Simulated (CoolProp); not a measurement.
R1132(E) along the isotherm 400 K: Z from the reference equation and from simpler models built on Tc = 348.8 K, pc = 5.174 MPa, ω = 0.245; each cubic takes its own stable root.

Model: reference Helmholtz-energy equation of state, Akasaka 2024, in CoolProp.

```csv
p (MPa),phase,reference
0.0206,gas,0.9991
0.0422,gas,0.9982
0.0867,gas,0.9964
0.178,gas,0.9926
0.366,gas,0.9847
0.751,gas,0.9683
1.54,gas,0.9338
3.17,gas,0.8584
6.5,supercritical,0.6845
```

Question: How far does each simpler model (van der Waals, Soave-Redlich-Kwong, Peng-Robinson) lie from the reference over these 9 states: mean and median of the absolute difference, and the worst?

Answer: 
- van der Waals: mean 0.7 %, median 0.0 %, worst -5.9 % at 400 K and 6.5 MPa
- Soave-Redlich-Kwong: mean 0.4 %, median 0.0 %, worst +3.0 % at 400 K and 6.5 MPa
- Peng-Robinson: mean 0.5 %, median 0.2 %, worst -1.5 % at 400 K and 3.17 MPa
